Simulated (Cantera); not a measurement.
Input: 1 mol SiH4, 3.6 mol HCl, 17 mol N2, equilibrated at 13.3 mbar.

Equilibrium computed with Cantera from the NASA thermochemical tables; the gas is ideal and each condensed phase is pure. Candidate condensed phases: NH4Cl, Si, Si3N4; 28 gas species. N2 is the only nitrogen source here; it is nearly inert below about 1500 K, so the nitride shown seldom forms there in practice. Rates play no part.

**Question.** At 600 °C, list the 4 most abundant gas species with their mole fractions, and the condensed phases.

**Answer.** N2 0.750, HCl 0.141, H2 0.103, SiCl4 0.00584. Condensed: Si3N4(s).
